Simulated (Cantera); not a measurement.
Cantera run:

```python
import numpy as np
import cantera as ct

gas_names = """
    H HO2 H2 H2O H2O2 Nb NbO NbO2 O OH O2 O3
""".split()
cond_names = """
    H2O(s) H2O(L) Nb(cr) Nb(L) NbO(s) NbO(L) NbO2(I) NbO2(II) NbO2(III) NbO2(L) Nb2O5(s) Nb2O5(L)
""".split()


# ... load() reads the species with a 1 bar reference pressure and builds the phases ...
atoms = {
    'Nb2O5': {'Nb': 2, 'O': 5},
    'H2': {'H': 2},
    'H2O': {'H': 2, 'O': 1},
}
top_T = {}  # K; cautious upper limits of use, not melting points


# ... equilibrate(T, P, feed) seeds the gas with the atoms and calls Mixture.equilibrate('TP', solver="vcs", rtol=1e-11, max_steps=5000) ...
results = []
feed = {'Nb2O5': 1, 'H2': 36, 'H2O': 0.38}  # mol
T = 2175  # K
P = 63  # Pa
mix = equilibrate(T, P, feed)
results.append((T, P, feed, dict(zip(mix.species_names, mix.species_moles))))
x = sorted(zip(gas.X, gas.species_names), reverse=True)
print(f"T = {T:g} K  P = {P:g} Pa  gas = {mix.phase_moles(0):.4g} mol")
print("   x: " + "  ".join(f"{s} {v:.3e}" for v, s in x if v > 1e-05))
print("   condensed (mol): " + ("  ".join(f"{mix.phase(i).name} {mix.phase_moles(i):.4g}"
      for i in range(1, mix.n_phases) if mix.phase_moles(i) > 1e-12) or "none"))
```

Result:

```
T = 2175 K  P = 63 Pa  gas = 41.94 mol
   x: H2 7.500e-01  H 1.684e-01  NbO2 4.671e-02  H2O 3.273e-02  OH 9.873e-04  NbO 9.755e-04  O 1.554e-04
   condensed (mol): none
```

These are equilibrium values from Cantera (NASA tables, ideal gas, pure condensed phases), not measurements of a reactor.
